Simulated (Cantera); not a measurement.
Feed: 1 mol SiHCl3, 0.83 mol HCl, 20 mol H2, held at 5.60 mbar.

Cantera equilibrium calculation (NASA polynomials, part measured and part estimated; ideal gas, pure solids and liquids). Candidate condensed phases: Si; 19 gas species. The tables' values for SiCl3 are old estimates; treat these amounts as uncertain. Equilibrium is a limit: real reactors are often held back by kinetics, nucleation or transport. All values below are at 1398 K.

Base state: H2 0.868, HCl 0.0978, SiCl2 0.0325, SiCl3 0.00129, SiCl4 0.000218, SiHCl3 0.000136, H 5.89e-5, SiH2Cl2 1.27e-5 (mole fractions); condensed: Si(s).

Problem. What changes in the equilibrium state with this change: SiHCl3 replaced by Si3H8?

Solution. 
```csv
species,before,after
H2,0.868,0.969
HCl,0.0978,0.0284
SiCl2,0.0325,0.00245
SiCl4,0.000218,1.25e-6
SiCl3,0.00129,2.68e-5
"Si(s), mol",0.222,2.94
```
The feed counts by its element totals alone.
